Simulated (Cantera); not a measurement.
**Equilibrium for boron, boron nitride and boron oxide: B + H2 + N2**

Feed: 1 mol B, 18 mol H2, 1 mol N2.

Method: chemical equilibrium by Gibbs-energy minimisation in Cantera with the NASA 1993 tables (ideal gas, pure condensed phases). Candidate condensed phases: B, BN; 15 gas species. N2 is the only nitrogen source here; it is nearly inert below about 1500 K, so the nitride shown seldom forms there in practice. Equilibrium is a limit: real reactors are often held back by kinetics, nucleation or transport.

Map the stable condensed phases over T = 775, 925, 1075, 1225, 1375, 1525, 1675, 1825, 1975, 2125 K and P in Pa = 10, 32, 100, 320, 1000, 3200, 10000, 32000, 100000.


```
T in K \ P in Pa
             10     32    100    320   1000   3200  10000  32000 100000
   2125       A      A      A      A      A      B      B      B      B
   1975       A      A      A      B      B      B      B      B      B
   1825       A      B      B      B      B      B      B      B      B
   1675       B      B      B      B      B      B      B      B      B
   1525       B      B      B      B      B      B      B      B      B
   1375       B      B      B      B      B      B      B      B      B
   1225       B      B      B      B      B      B      B      B      B
   1075       B      B      B      B      B      B      B      B      B
    925       B      B      B      B      B      B      B      B      B
    775       B      B      B      B      B      B      B      B      B
```
A: B; B: BN.
